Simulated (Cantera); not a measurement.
Charge: 1 mol CH₃F, 1.2 mol Si, 4.9 mol H₂, at 2752 °C and 133 Pa.

Equilibrium computed with Cantera from the NASA thermochemical tables; the gas is ideal and each condensed phase is pure. The tables' values for SiF, SiF₂ are old estimates; treat these amounts as uncertain. Equilibrium is a limit: real reactors are often held back by kinetics, nucleation or transport.

| species | before | after |
|---|---|---|
| H | 0.791 | 0.717 |
| H₂ | 0.0287 | 0.104 |
| HF | 0.0545 | 0.0676 |
| C | 0.0157 | 0.00349 |
| SiC₂ | 0.00682 | 0.0193 |
| C₃ | 0.0105 | 0.00868 |
| Si | 0.0726 | 0.0671 |
| C₄H₂ | 6.04e-7 | 1.28e-5 |
| C₂H₂ (acetylene) | 0.000204 | 0.00179 |
| Si₂C | 1.22e-5 | 7.85e-5 |
| F | 0.00972 | 0.00196 |
| CF | 0.000386 | 0.000104 |
| C₂ | 0.00330 | 0.00118 |
Gas species are given as mole fractions.

### Question
Which change was made?
(A) Si from 1.2 to 0.022 mol
(B) H₂ from 4.9 to 14 mol
(C) Si from 1.2 to 0.11 mol
(D) temperature from 2752 °C to 2525 °C

### Answer
D, temperature from 2752 °C to 2525 °C. The tables' values for SiF, SiF₂, SiF₃ are old estimates; treat these amounts as uncertain
